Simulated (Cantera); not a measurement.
Cantera run, input and output.

```python
import numpy as np
import cantera as ct

gas = ct.Solution("h2o2.yaml")


def delay(T, t_max=10):
    gas.TPX = T, 1200000, {'H2': 1, 'O2': 0.25, 'N2': 0.94, 'H2O': 0.33}
    reactor = ct.IdealGasConstPressureReactor(gas, clone=False)
    net = ct.ReactorNet([reactor])
    net.rtol, net.atol = 1e-8, 1e-16
    while net.time < t_max:
        t_old, T_old = net.time, reactor.T
        net.step()
        if reactor.T > T + 400:  # ignition: a rise of 400 K
            return t_old + (T + 400 - T_old) / (reactor.T - T_old) * (net.time - t_old)
    return np.nan


taus = []
for T in [950, 1000, 1050, 1100, 1150, 1200, 1250]:
    taus.append(delay(T))
    print(f"T0 = {T:6g} K   tau = {taus[-1]:.4e} s")
```

It prints:

```
T0 =    950 K   tau = 2.1751e-02 s
T0 =   1000 K   tau = 7.0383e-03 s
T0 =   1050 K   tau = 2.5388e-03 s
T0 =   1100 K   tau = 9.9515e-04 s
T0 =   1150 K   tau = 4.1423e-04 s
T0 =   1200 K   tau = 1.7910e-04 s
T0 =   1250 K   tau = 7.8647e-05 s
```

Detailed kinetics in Cantera: the H2/O2 subset of GRI-Mech 3.0, which has no nitrogen chemistry. The hydrogen kinetics of GRI-Mech 3.0 are dated; newer H2 mechanisms differ, most at raised pressure. The pressure lies above the range GRI-Mech 3.0 was tuned for (to about 10 atm).
